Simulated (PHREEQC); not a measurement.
Dissolve 0.0015 mol/kgw Cu(BF4)2, 0.032 mol/kgw HNO3, 0.13 mol/kgw KCl and 0.011 mol/kgw Na2CO3 at 25 °C. Closed to the air; pH follows from the charge balance.

Computed with PHREEQC (ion-association model, wateq4f.dat).

No solid was allowed to form.

Order these Cu species by the share of Cu that they hold, largest first: CuCl2, CuCl+, CuF+, Cu+2.

Cu+2 (89 %), CuCl+ (11 %), CuCl2 (0.38 %), CuF+ (0.25 %)

The pH is 2.12 and the ionic strength 0.166 mol/kgw. Complexes and solids missing from the database can't appear. Real BF4- forms and hydrolyses slowly; the run takes it at equilibrium.
